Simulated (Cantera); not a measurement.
Premixed flame

A freely propagating, adiabatic, planar premixed flame of CO : H₂ : O₂ : N₂ = 1 : 0.033 : 0.344 : 1.24 (molar parts), equivalence ratio 1.5, unburnt at 450 K and 100.0 Torr; unity-Lewis-number transport, grid criteria slope 0.08 and curve 0.16, no radiation.

Model: GRI-Mech 3.0 (53 species, 325 reactions), integrated in Cantera. Unity Lewis numbers drop preferential diffusion, which matters most where H2 and H carry the flame. Burning velocities carry a grid error of a few per cent, more on coarse grids.

```csv
z (mm),T (K),u (m/s),x CO,x H₂,x O₂,x O,x H,x NO
-24.9,450,0.552,0.382,0.0126,0.131,<1e-8,<1e-8,<1e-8
-16.6,450,0.552,0.382,0.0126,0.131,<1e-8,<1e-8,<1e-8
-12.4,450,0.552,0.382,0.0126,0.131,<1e-8,<1e-8,<1e-8
-8.29,450,0.553,0.382,0.0126,0.131,<1e-8,<1e-8,<1e-8
-4.14,461,0.565,0.381,0.0125,0.131,7.35e-7,2.50e-8,2.90e-8
-2.07,596,0.726,0.370,0.0116,0.124,0.000139,0.000187,5.62e-7
0,1038,1.23,0.313,0.00333,0.0875,0.0100,0.0108,4.54e-6
2.07,1327,1.55,0.254,0.000573,0.0471,0.0311,0.0193,1.50e-5
4.14,1479,1.71,0.232,0.000689,0.0348,0.0333,0.0207,2.70e-5
8.29,1645,1.88,0.223,0.00109,0.0320,0.0261,0.0170,4.51e-5
16.6,1818,2.05,0.215,0.00140,0.0295,0.0183,0.0116,6.98e-5
33.2,1988,2.21,0.204,0.00148,0.0251,0.0120,0.00719,0.000122
66.3,2141,2.35,0.192,0.00141,0.0195,0.00739,0.00433,0.000288
```
x: mole fraction of selected species; z is measured from the peak of heat release.

```json
{
 "laminar_burning_velocity": "55.2 cm/s",
 "thermal_thickness": "8.29 mm",
 "peak x(O)": "0.0339",
 "peak x(H)": "0.0208",
 "grid_points": "146"
}
```
